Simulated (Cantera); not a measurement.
Dilute partial oxidation

An isothermal, constant-pressure homogeneous reactor starts with CH4 : O2 : N2 = 0.0098 : 0.0092 : 1 (molar parts), at 1450 K and 10.0 bar.

Computed with Cantera and GRI-Mech 3.0 (53 species, 325 reactions).

| t (s) | x CH4 | x O2 | x CO2 | x HCO | x CH2 | x NO | x CO |
|---|---|---|---|---|---|---|---|
| 4.00e-5 | 0.00962 | 0.00903 | 1.42e-11 | <1e-12 | <1e-12 | <1e-12 | 7.12e-11 |
| 0.000175 | 0.00961 | 0.00903 | 9.28e-10 | 2.76e-12 | 5.81e-12 | <1e-12 | 7.41e-9 |
| 0.000761 | 0.00959 | 0.00902 | 2.88e-8 | 5.73e-11 | 2.67e-11 | <1e-12 | 6.73e-7 |
| 0.00332 | 0.00939 | 0.00893 | 4.92e-7 | 5.94e-10 | 1.15e-10 | 1.84e-12 | 3.05e-5 |
| 0.0145 | 0.00575 | 0.00643 | 9.09e-5 | 9.07e-9 | 8.41e-9 | 6.49e-10 | 0.00162 |
| 0.0632 | 0.00150 | 0.000103 | 0.000995 | 6.28e-11 | 6.87e-10 | 8.20e-9 | 0.00579 |
| 0.276 | 0.00143 | 2.60e-6 | 0.00128 | 2.50e-11 | 5.42e-11 | 4.32e-9 | 0.00558 |
| 1.20 | 0.00123 | 2.06e-12 | 0.00185 | 2.40e-11 | 3.72e-11 | 5.12e-10 | 0.00505 |
| 5.25 | 0.000845 | <1e-12 | 0.00223 | 2.57e-11 | 2.88e-11 | 1.21e-10 | 0.00485 |
| 22.9 | 0.000563 | <1e-12 | 0.00209 | 3.24e-11 | 1.81e-11 | 8.32e-11 | 0.00561 |
| 100 | 0.000336 | <1e-12 | 0.00190 | 4.34e-11 | 6.12e-12 | 5.52e-11 | 0.00693 |
x: mole fraction; the columns are a selection and need not sum to one.

Equilibrium at this temperature and pressure: CH4 1.82e-9, O2 <1e-12, CO2 0.00174, HCO 5.17e-11, CH2 <1e-12, NO 3.71e-10, CO 0.00778 (gas phase only).
